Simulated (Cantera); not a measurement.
Input (Python, Cantera) and output of one run.

```python
import numpy as np
import cantera as ct

gas_names = [...]  # 136 gases of nasa_gas.yaml made of C, H, N, O
cond_names = """
    C(gr) C6H6(L) C7H8(L) C8H18(L),n-octa H2O(s) H2O(L)
""".split()


# ... load() reads the species with a 1 bar reference pressure and builds the phases ...
atoms = {
    'CO': {'C': 1, 'O': 1},
    'H2': {'H': 2},
    'N2': {'N': 2},
}
top_T = {'C(gr)': 4500}  # K; cautious upper limits of use, not melting points


# ... equilibrate(T, P, feed) seeds the gas with the atoms and calls Mixture.equilibrate('TP', solver="vcs", rtol=1e-11, max_steps=5000) ...
results = []
feed = {'CO': 1, 'H2': 1.3, 'N2': 13}  # mol
P = 1000  # Pa
for T in [725, 775, 825, 875, 925, 975, 1025, 1075, 1125, 1175, 1225]:
    mix = equilibrate(T, P, feed)
    results.append((T, P, feed, dict(zip(mix.species_names, mix.species_moles))))
    x = sorted(zip(gas.X, gas.species_names), reverse=True)
    print(f"T = {T:g} K  P = {P:g} Pa  gas = {mix.phase_moles(0):.4g} mol")
    print("   x: " + "  ".join(f"{s} {v:.3e}" for v, s in x if v > 1e-05))
    print("   condensed (mol): " + ("  ".join(f"{mix.phase(i).name} {mix.phase_moles(i):.4g}"
          for i in range(1, mix.n_phases) if mix.phase_moles(i) > 1e-12) or "none"))
```

Output:

```
T = 725 K  P = 1000 Pa  gas = 15 mol
   x: N2 8.668e-01  H2 8.102e-02  CO 3.202e-02  CO2 1.484e-02  H2O 4.986e-03  CH4 3.368e-04
   condensed (mol): C(gr) 0.2922
T = 775 K  P = 1000 Pa  gas = 15.18 mol
   x: N2 8.566e-01  H2 8.343e-02  CO 5.174e-02  CO2 6.101e-03  H2O 1.949e-03  CH4 1.424e-04
   condensed (mol): C(gr) 0.12
T = 825 K  P = 1000 Pa  gas = 15.26 mol
   x: N2 8.517e-01  H2 8.439e-02  CO 6.146e-02  CO2 1.702e-03  H2O 6.545e-04  CH4 6.442e-05
   condensed (mol): C(gr) 0.03498
T = 875 K  P = 1000 Pa  gas = 15.29 mol
   x: N2 8.503e-01  H2 8.474e-02  CO 6.429e-02  CO2 4.445e-04  H2O 2.221e-04  CH4 3.135e-05
   condensed (mol): C(gr) 0.00971
T = 925 K  P = 1000 Pa  gas = 15.3 mol
   x: N2 8.499e-01  H2 8.487e-02  CO 6.504e-02  CO2 1.272e-04  H2O 8.205e-05  CH4 1.634e-05
   condensed (mol): C(gr) 0.002944
T = 975 K  P = 1000 Pa  gas = 15.3 mol
   x: N2 8.497e-01  H2 8.492e-02  CO 6.525e-02  CO2 4.089e-05  H2O 3.330e-05
   condensed (mol): C(gr) 0.0009823
T = 1025 K  P = 1000 Pa  gas = 15.3 mol
   x: N2 8.497e-01  H2 8.494e-02  CO 6.532e-02  H2O 1.472e-05  CO2 1.468e-05
   condensed (mol): C(gr) 0.000337
T = 1075 K  P = 1000 Pa  gas = 15.3 mol
   x: N2 8.497e-01  H2 8.495e-02  CO 6.534e-02
   condensed (mol): C(gr) 8.097e-05
T = 1125 K  P = 1000 Pa  gas = 15.3 mol
   x: N2 8.497e-01  H2 8.496e-02  CO 6.535e-02
   condensed (mol): none
T = 1175 K  P = 1000 Pa  gas = 15.3 mol
   x: N2 8.497e-01  H2 8.496e-02  CO 6.535e-02
   condensed (mol): none
T = 1225 K  P = 1000 Pa  gas = 15.3 mol
   x: N2 8.497e-01  H2 8.496e-02  CO 6.535e-02
   condensed (mol): none
```

Method: chemical equilibrium by Gibbs-energy minimisation in Cantera with the NASA 1993 tables (ideal gas, pure condensed phases).
